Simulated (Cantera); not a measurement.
A Cantera script and its output.

```python
import numpy as np
import cantera as ct

gas = ct.Solution("gri30.yaml", transport_model="mixture-averaged")
show = ['C2H2', 'N2', 'OH']

rows = []
print(f"{'T/K':>7s}{'rho':>11s}{'cp':>10s}{'mu':>11s}{'lambda':>11s}{'Pr':>7s}" + "".join(f"{'D_' + s:>11s}" for s in show))
for T in [400, 550, 700, 850, 1000, 1150, 1300, 1450]:
    gas.TPX = T, 13332, {'N2O': 0.61}
    Pr = gas.cp_mass * gas.viscosity / gas.thermal_conductivity
    D = [gas.mix_diff_coeffs_mole[gas.species_index(s)] for s in show]
    rows.append([gas.density, gas.cp_mass, gas.viscosity, gas.thermal_conductivity, Pr, *D])
    print(f"{T:7g}{gas.density:11.4e}{gas.cp_mass:10.1f}{gas.viscosity:11.4e}"
          f"{gas.thermal_conductivity:11.4e}{Pr:7.3f}" + "".join(f"{d:11.4e}" for d in D))
print("SI units: kg/m3, J/kg/K, Pa s, W/m/K, m2/s")
```

It prints:

```
    T/K        rho        cp         mu     lambda     Pr     D_C2H2       D_N2       D_OH
    400 1.7643e-01     970.3 1.9459e-05 2.5465e-02  0.741 1.5981e-04 2.0038e-04 3.1211e-04
    550 1.2832e-01    1073.4 2.5486e-05 3.6994e-02  0.739 2.8630e-04 3.5130e-04 5.4469e-04
    700 1.0082e-01    1150.2 3.0799e-05 4.7945e-02  0.739 4.3974e-04 5.3265e-04 8.2374e-04
    850 8.3028e-02    1209.9 3.5602e-05 5.8249e-02  0.739 6.1735e-04 7.4160e-04 1.1451e-03
   1000 7.0574e-02    1254.7 4.0022e-05 6.7953e-02  0.739 8.1716e-04 9.7614e-04 1.5056e-03
   1150 6.1368e-02    1285.1 4.4145e-05 7.7125e-02  0.736 1.0377e-03 1.2348e-03 1.9032e-03
   1300 5.4287e-02    1311.4 4.8030e-05 8.5832e-02  0.734 1.2778e-03 1.5163e-03 2.3360e-03
   1450 4.8671e-02    1334.0 5.1721e-05 9.4132e-02  0.733 1.5366e-03 1.8196e-03 2.8024e-03
SI units: kg/m3, J/kg/K, Pa s, W/m/K, m2/s
```

Computed with Cantera and GRI-Mech 3.0 (53 species, 325 reactions). The composition is frozen, though it would react at the higher temperatures.
